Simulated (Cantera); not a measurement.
A Cantera script and its output.

```python
import numpy as np
import cantera as ct

gas = ct.Solution("gri30.yaml")
gas.TPX = 775, 100000, {'CH4': 1, 'C2H6': 0.38, 'O2': 1.96, 'N2': 7.37, 'H2O': 0.89}
inlet = ct.Reservoir(gas, clone=True)
gas.equilibrate("HP")  # start burning
reactor = ct.IdealGasConstPressureReactor(gas, energy="on", clone=False)
exhaust = ct.Reservoir(gas, clone=True)
tau = [0.045, 0.021, 0.0097, 0.0045, 0.0021, 0.00098, 0.00045, 0.00021, 9.8e-05, 4.6e-05, 2.1e-05, 9.9e-06, 4.6e-06][0]
for a, b in ((inlet, reactor), (reactor, exhaust)):
    ct.MassFlowController(a, b, mdot=lambda t: reactor.mass / tau)
net = ct.ReactorNet([reactor])
show = ['CH4', 'C2H6', 'O2', 'CH3', 'NO2', 'CH2O', 'H']

rows = []
print(f"{'tau/s':>10s}{'T/K':>9s}" + "".join(f"{s:>11s}" for s in show))
for tau in [0.045, 0.021, 0.0097, 0.0045, 0.0021, 0.00098, 0.00045, 0.00021, 9.8e-05, 4.6e-05, 2.1e-05, 9.9e-06, 4.6e-06]:
    net.initial_time = 0.0
    net.advance(30 * tau)
    before = gas.X
    net.advance(40 * tau)
    drift = np.max(np.abs(gas.X - before) / (gas.X + 1e-9))
    rows.append([gas.T, *gas[show].X, drift])
    print(f"{tau:10.3e}{gas.T:9.1f}" + "".join(f"{x:11.3e}" for x in gas[show].X))
```

It prints:

```
     tau/s      T/K        CH4       C2H6         O2        CH3        NO2       CH2O          H
 4.500e-02   2037.9  9.799e-04  1.215e-06  2.068e-04  1.914e-04  3.617e-10  5.225e-06  1.108e-03
 2.100e-02   2037.6  1.416e-03  2.588e-06  3.920e-04  3.124e-04  4.263e-10  9.190e-06  1.239e-03
 9.700e-03   2035.4  1.900e-03  5.439e-06  7.292e-04  4.864e-04  4.995e-10  1.577e-05  1.422e-03
 4.500e-03   2029.9  2.422e-03  1.123e-05  1.327e-03  7.266e-04  5.797e-10  2.641e-05  1.654e-03
 2.100e-03   2018.7  3.050e-03  2.326e-05  2.405e-03  1.059e-03  6.694e-10  4.381e-05  1.912e-03
 9.800e-04   1996.8  3.993e-03  5.094e-05  4.494e-03  1.536e-03  7.809e-10  7.391e-05  2.129e-03
 4.500e-04   1946.6  6.045e-03  1.377e-04  9.546e-03  2.282e-03  9.203e-10  1.365e-04  2.102e-03
 2.100e-04    775.0  8.621e-02  3.276e-02  1.690e-01  4.878e-13 -3.869e-21  1.179e-15  2.250e-19
 9.800e-05    775.0  8.621e-02  3.276e-02  1.690e-01  2.372e-13  3.581e-26  2.680e-16  1.281e-19
 4.600e-05    775.0  8.621e-02  3.276e-02  1.690e-01  1.135e-13 -8.130e-32  6.016e-17  8.007e-20
 2.100e-05    775.0  8.621e-02  3.276e-02  1.690e-01  5.233e-14  1.259e-36  1.263e-17  5.570e-20
 9.900e-06    775.0  8.621e-02  3.276e-02  1.690e-01  2.479e-14  4.964e-40  2.818e-18  4.332e-20
 4.600e-06    775.0  8.621e-02  3.276e-02  1.690e-01  1.154e-14 -1.677e-44  6.056e-19  3.453e-20
```

Computed with Cantera and GRI-Mech 3.0 (53 species, 325 reactions).
